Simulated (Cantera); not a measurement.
Input (Python, Cantera) and output of one run.

```python
import numpy as np
import cantera as ct

gas_names = """
    Cu CuO Cu2 H HNO HNO2 HNO3 HO2 H2 H2O H2O2 N NH NH2 NH3 NH2OH NO NO2 NO3 N2 N2H2 N2H4 N2O O OH O2 O3
""".split()
cond_names = """
    Cu(cr) Cu(L) CuO(s) CuO2H2(s) Cu2O(s) Cu2O(L) H2O(s) H2O(L)
""".split()


def load(file, names, dense=False):
    # The tables refer to 1 bar. Condensed volumes are neglected.
    table = {s.name: s for s in ct.Species.list_from_file(file)}
    out = []
    for n in names:
        d = dict(table[n].input_data)
        d["thermo"] = dict(d["thermo"], **{"reference-pressure": 1e5})
        if dense:
            d["equation-of-state"] = {"model": "constant-volume", "density": "1e6 g/cm^3"}
        out.append(ct.Species.from_dict(d))
    return out


gas = ct.Solution(thermo="ideal-gas", species=load("nasa_gas.yaml", gas_names))
cond = {s.name: ct.Solution(thermo="fixed-stoichiometry", species=[s], name=s.name)
        for s in load("nasa_condensed.yaml", cond_names, dense=True)}
atoms = {
    'Cu2O': {'Cu': 2, 'O': 1},
    'H2': {'H': 2},
    'N2': {'N': 2},
}
top_T = {'CuO(s)': 1390}  # K; cautious upper limits of use, not melting points


def equilibrate(T, P, feed):
    n = {}
    for name, mol in feed.items():
        for a, k in atoms[name].items():
            n[a] = n.get(a, 0.0) + k * mol
    gas.TPX = T, P, n
    mass = sum(n.values()) * gas.mean_molecular_weight
    gas.equilibrate("TP")
    valid = [c for c in cond.values() if c.min_temp <= T <= top_T.get(c.name, c.max_temp)]
    mix = ct.Mixture([(gas, mass / gas.mean_molecular_weight)] + [(c, 0.0) for c in valid])
    mix.T, mix.P = T, P
    mix.equilibrate("TP", solver="vcs", rtol=1e-11, max_steps=5000)
    return mix


results = []
feed = {'Cu2O': 1, 'H2': 2.7, 'N2': 5.2}  # mol
P = 100000  # Pa
for T in [848, 923, 998, 1073, 1148, 1223, 1298, 1373, 1448, 1523, 1598, 1673]:
    mix = equilibrate(T, P, feed)
    results.append((T, P, feed, dict(zip(mix.species_names, mix.species_moles))))

top = {s: max(r[3][s] / sum(r[3][g] for g in gas_names) for r in results) for s in gas_names}
cols = sorted((s for s in top if top[s] > 0.001), key=lambda s: -top[s])[:7]
seen = [c for c in cond_names if any(r[3].get(c, 0) > 1e-12 for r in results)]
print("log10 of partial pressures in bar; condensed amounts in mol")
print(f"{'T/K':>10s}" + "".join(f"{s[:9]:>10s}" for s in cols + seen))
for T, P, feed, n in results:
    ng = sum(n[g] for g in gas_names)
    print(f"{T:10.4g}" + "".join(f"{np.log10(max(n[s] / ng * P / 1e5, 1e-99)):10.3f}" for s in cols)
          + "".join(f"{n.get(c, 0):10.4g}" for c in seen))
```

It prints:

```
log10 of partial pressures in bar; condensed amounts in mol
       T/K        N2        H2       H2O    Cu(cr)     Cu(L)
       848    -0.182    -0.668    -0.898         2         0
       923    -0.182    -0.667    -0.898         2         0
       998    -0.182    -0.667    -0.898         2         0
      1073    -0.182    -0.667    -0.898         2         0
      1148    -0.182    -0.667    -0.898         2         0
      1223    -0.182    -0.667    -0.898         2         0
      1298    -0.182    -0.667    -0.898         2         0
      1373    -0.182    -0.667    -0.898         0         2
      1448    -0.182    -0.667    -0.898         0         2
      1523    -0.182    -0.667    -0.898         0         2
      1598    -0.182    -0.667    -0.898         0         2
      1673    -0.182    -0.667    -0.898         0     1.999
```

Equilibrium computed with Cantera from the NASA thermochemical tables; the gas is ideal and each condensed phase is pure.
